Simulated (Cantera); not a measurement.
Input (Python, Cantera) and output of one run.

```python
import numpy as np
import cantera as ct

gas_names = """
    CL CL2 H HCL H2 N NH NH2 NH3 N2 N2H2 N2H4 Si SiCL SiCL2 SiCL3 SiCL4 SiH SiHCL3 SiH2 SiH2CL2 SiH3
    SiH3CL SiH4 SiN Si2 Si2N Si3
""".split()
cond_names = """
    NH4CL(a) NH4CL(b) Si(cr) Si(L) Si3N4(a)
""".split()


# ... load() reads the species with a 1 bar reference pressure and builds the phases ...
atoms = {
    'SiCl4': {'Si': 1, 'CL': 4},
    'N2': {'N': 2},
    'NH3': {'N': 1, 'H': 3},
}
top_T = {'Si3N4(a)': 2400}  # K; cautious upper limits of use, not melting points


# ... equilibrate(T, P, feed) seeds the gas with the atoms and calls Mixture.equilibrate('TP', solver="vcs", rtol=1e-11, max_steps=5000) ...
results = []
feed = {'SiCl4': 1, 'N2': 81, 'NH3': 1.1}  # mol
P = 1000  # Pa
for T in [798, 898, 998, 1098, 1198, 1298, 1398, 1498, 1598, 1698, 1798, 1898, 1998, 2098]:
    mix = equilibrate(T, P, feed)
    results.append((T, P, feed, dict(zip(mix.species_names, mix.species_moles))))

top = {s: max(r[3][s] / sum(r[3][g] for g in gas_names) for r in results) for s in gas_names}
cols = sorted((s for s in top if top[s] > 1e-05), key=lambda s: -top[s])[:7]
seen = [c for c in cond_names if any(r[3].get(c, 0) > 1e-12 for r in results)]
print("log10 of partial pressures in bar; condensed amounts in mol")
print(f"{'T/K':>10s}" + "".join(f"{s[:9]:>10s}" for s in cols + seen))
for T, P, feed, n in results:
    ng = sum(n[g] for g in gas_names)
    print(f"{T:10.4g}" + "".join(f"{np.log10(max(n[s] / ng * P / 1e5, 1e-99)):10.3f}" for s in cols)
          + "".join(f"{n.get(c, 0):10.4g}" for c in seen))
```

Result:

```
log10 of partial pressures in bar; condensed amounts in mol
       T/K        N2       HCL     SiCL2        H2        CL     SiCL4         H  Si3N4(a)
       798    -2.017    -3.543   -11.936    -4.282   -12.960    -4.329   -13.715    0.2015
       898    -2.017    -3.521    -9.887    -4.348   -11.318    -4.365   -12.135    0.2118
       998    -2.017    -3.506    -8.254    -4.403   -10.003    -4.393   -10.869    0.2192
      1098    -2.017    -3.496    -6.925    -4.447    -8.927    -4.419    -9.830    0.2241
      1198    -2.018    -3.489    -5.831    -4.478    -8.033    -4.459    -8.960    0.2243
      1298    -2.018    -3.490    -4.953    -4.475    -7.296    -4.576    -8.208     0.207
      1398    -2.018    -3.515    -4.346    -4.378    -6.736    -4.962    -7.514    0.1444
      1498    -2.019    -3.590    -4.038    -4.184    -6.356    -5.726    -6.857   0.04737
      1598    -2.019    -3.640    -3.947    -4.103    -5.964    -6.451    -6.325         0
      1698    -2.019    -3.639    -3.941    -4.106    -5.535    -6.997    -5.893         0
      1798    -2.019    -3.644    -3.939    -4.105    -5.161    -7.499    -5.506         0
      1898    -2.020    -3.654    -3.942    -4.101    -4.833    -7.965    -5.158         0
      1998    -2.020    -3.669    -3.957    -4.103    -4.541    -8.402    -4.846         0
      2098    -2.021    -3.685    -3.999    -4.120    -4.270    -8.812    -4.572         0
```

Equilibrium computed with Cantera from the NASA thermochemical tables; the gas is ideal and each condensed phase is pure. The tables' values for SiCl3, SiCl, SiN are old estimates; treat these amounts as uncertain.
